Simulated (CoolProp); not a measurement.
Sulfur dioxide at 298.15 K and 0.966 MPa is throttled through a valve to 0.637 MPa with no heat exchange. Each further row changes one setting.

Values from CoolProp's reference Helmholtz-energy equation of state, Gao 2016.

| case | temperature change (K) | final phase | final density (kg/m³) |
|---|---|---|---|
| as stated | +0.1 | liquid | 1370 |
| outlet pressure 0.191 MPa | -19.9 | ___ | ___ |
| outlet pressure 0.828 MPa | ___ | liquid | 1370 |

**Question.** What belongs in the gaps?

**Answer.** 
- outlet pressure 0.191 MPa, final phase: two-phase, vapour fraction 0.074
- outlet pressure 0.191 MPa, final density (kg/m³): 71.6
- outlet pressure 0.828 MPa, temperature change (K): +0.0
